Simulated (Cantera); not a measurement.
Ignition delay

Mixture: CH4 : C2H6 : O2 : N2 = 1 : 0.032 : 1.76 : 6.62 (molar parts), equivalence ratio 1.2, at 0.987 atm, adiabatic and at constant volume. Ignition delay is the time to a rise of 400 K.

Computed with Cantera and GRI-Mech 3.0 (53 species, 325 reactions).

```tsv
T0 (K)	delay (ms)
1298	5.74
1373	2.26
1448	0.942
1523	0.423
1598	0.209
1673	0.114
1748	0.0686
1823	0.0447
1898	0.0311
```

```yaml
apparent activation energy between 1748 and 1898 K: 150 kJ/mol
```
